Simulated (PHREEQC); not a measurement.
Consider water at 20 °C with 3.4 mmol/kgw HF, 0.13 mmol/kgw H2SiF6 and 14 mmol/kgw H2SO4. Closed to the air; pH follows from the charge balance.

Model: ion-association model, phreeqc.dat, run in PHREEQC.

No solid was allowed to form.

Order these F species by the share of F that they hold, largest first: SiF6-2, HF, F-.

HF (82 %), SiF6-2 (14 %), F- (3.8 %)

The pH is 1.73 and the ionic strength 0.0283 mol/kgw. SiF6-2 is the database's only silicon fluoride.
